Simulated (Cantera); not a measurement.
An adiabatic, constant-volume homogeneous reactor starts with CH4 : O2 : N2 = 1 : 4 : 15 (molar parts), at 1000 K and 500000 Pa. Integrator tolerance rtol = 1e-08.

Cantera simulation using GRI-Mech 3.0 (53 species, 325 reactions); the numbers are that mechanism's predictions, not measurements.

Task: What does this change do: initial temperature 1000 to 1125 K?

Result: 
```json
[
 {"quantity": "time of steepest temperature rise", "before": "0.137 s", "after": "19.1 ms"},
 {"quantity": "temperature at 4.00 s", "before": "2302 K", "after": "2391 K"},
 {"quantity": "equilibrium temperature", "before": "2302 K", "after": "2391 K"},
 {"quantity": "x(CH4) at 4.00 s", "before": "<1e-12 (gas-phase equilibrium <1e-12)", "after": "<1e-12 (gas-phase equilibrium <1e-12)"},
 {"quantity": "x(O2) at 4.00 s", "before": "0.0940 (gas-phase equilibrium 0.0940)", "after": "0.0928 (gas-phase equilibrium 0.0928)"},
 {"quantity": "x(H2O2) at 4.00 s", "before": "4.53e-7 (gas-phase equilibrium 4.53e-7)", "after": "5.33e-7 (gas-phase equilibrium 5.33e-7)"},
 {"quantity": "x(CO2) at 4.00 s", "before": "0.0494 (gas-phase equilibrium 0.0494)", "after": "0.0489 (gas-phase equilibrium 0.0489)"},
 {"quantity": "x(C2H) at 4.00 s", "before": "<1e-12 (gas-phase equilibrium <1e-12)", "after": "<1e-12 (gas-phase equilibrium <1e-12)"},
 {"quantity": "x(H2) at 4.00 s", "before": "0.000198 (gas-phase equilibrium 0.000198)", "after": "0.000336 (gas-phase equilibrium 0.000336)"}
]
```
